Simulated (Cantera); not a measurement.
# Moist CO burnout

An isothermal, constant-pressure homogeneous reactor starts with 0.246 % CO, 1.28 % O2, 0.0482 % H2O, 98.4 % N2, equivalence ratio 0.096, at 1148 K and 0.510 bar.

Cantera simulation using GRI-Mech 3.0 (53 species, 325 reactions); the numbers are that mechanism's predictions, not measurements.

| t (s) | x CO | x O2 | x H2O | x NO | x OH |
|---|---|---|---|---|---|
| 0.000100 | 0.00246 | 0.0128 | 0.000482 | <1e-12 | <1e-12 |
| 0.000301 | 0.00246 | 0.0128 | 0.000482 | <1e-12 | <1e-12 |
| 0.000903 | 0.00246 | 0.0128 | 0.000482 | <1e-12 | 5.86e-12 |
| 0.00271 | 0.00246 | 0.0128 | 0.000482 | <1e-12 | 4.29e-11 |
| 0.00816 | 0.00246 | 0.0128 | 0.000482 | <1e-12 | 3.69e-10 |
| 0.0245 | 0.00246 | 0.0128 | 0.000482 | <1e-12 | 1.76e-8 |
| 0.0737 | 0.00170 | 0.0124 | 0.000467 | 9.08e-9 | 1.15e-5 |
| 0.221 | 0.000322 | 0.0117 | 0.000478 | 5.23e-8 | 5.46e-6 |
| 0.665 | 4.15e-5 | 0.0116 | 0.000482 | 7.56e-8 | 2.14e-6 |
| 2.00 | 4.01e-6 | 0.0116 | 0.000482 | 8.40e-8 | 8.02e-7 |
x: mole fraction; the columns are a selection and need not sum to one.

Equilibrium at this temperature and pressure: CO 1.57e-10, O2 0.0116, H2O 0.000483, NO 3.41e-5, OH 5.71e-8 (gas phase only).
